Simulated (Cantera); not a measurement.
Feed: 1 mol FeS, 0.1 mol SO₃, 0.053 mol CO₂, 7.2 mol O₂, at 69000 Pa.

Method: chemical equilibrium by Gibbs-energy minimisation in Cantera with the NASA 1993 tables (ideal gas, pure condensed phases). Candidate condensed phases: C, Fe, Fe(CO)₅, FeO, FeS, FeSO₄, FeS₂, Fe₂O₃, Fe₂(SO₄)₃, Fe₃O₄, S; 25 gas species. The numbers say what is thermodynamically allowed, not how fast it happens.

x: gas mole fraction; n: condensed amount in mol.

```tsv
T (K)	x O₂	x SO₂	x SO₃	x CO₂	x O	x SO	x CO	n Fe₂O₃(s)	n Fe₂(SO₄)₃(s)	n Fe₃O₄(s)
798	0.988	5.41e-5	0.00160	0.0106	<1e-12	<1e-12	<1e-12	0.136	0.364	0
898	0.946	?	?	0.0101	?	<1e-12	<1e-12	?	?	0
998	0.818	0.0727	0.101	0.00837	1.61e-10	<1e-12	<1e-12	0.500	0	0
1098	0.822	?	?	0.00819	?	?	?	0.500	0	0
1198	0.824	0.140	0.0276	0.00808	2.63e-8	1.45e-10	1.78e-10	0.500	0	0
1298	0.825	0.152	0.0142	0.00802	1.87e-7	1.64e-9	1.56e-9	0.500	0	0
1398	0.826	0.158	0.00781	0.00800	1.00e-6	1.26e-8	1.00e-8	0.500	0	0
1498	0.826	0.161	0.00459	0.00798	4.32e-6	7.26e-8	5.02e-8	0.500	0	0
1598	0.826	0.163	0.00287	0.00798	1.55e-5	3.34e-7	2.05e-7	0.500	0	0
1698	0.826	0.164	0.00190	0.00797	4.79e-5	1.28e-6	7.08e-7	0.500	0	0
1798	0.829	0.162	0.00130	0.00787	0.000131	4.15e-6	2.10e-6	0	0	0.333
```

Q: Complete the blanks.

A: 
- 1098, x SO₂: 0.115
- 1098, x SO₃: 0.0549
- 1098, x O: 2.59e-9
- 1098, x SO: 7.53e-12
- 1098, x CO: 1.37e-11
- 898, x SO₂: 0.00666
- 898, x SO₃: 0.0370
- 898, x O: 5.85e-12
- 898, n Fe₂O₃(s): 0.210
- 898, n Fe₂(SO₄)₃(s): 0.290
